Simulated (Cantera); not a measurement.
An isothermal, constant-pressure homogeneous reactor starts with 11.9 % H2, 6.29 % O2, 81.8 % N2, at 1025 K and 0.128 atm.

Cantera simulation using the H2/O2 subset of GRI-Mech 3.0, which has no nitrogen chemistry; the numbers are that mechanism's predictions, not measurements. Radical loss at walls, strong at low pressure, is not modelled. The temperature is held fixed by assumption; the heat of reaction is taken as removed at once.

One state of this run: x H2 = 2.68e-7; x O2 = 0.00334; x HO2 = 2.37e-9; x O = 1.21e-8; x OH = 1.87e-6; x H2O = 0.127; x H2O2 = 2.02e-9. x: mole fraction; the columns are a selection and need not sum to one.

Problem. Which value of t (s) does it belong to?
A) 0.000300
B) 0.00147
C) 4.16
D) 20.4

Solution. C, 4.16
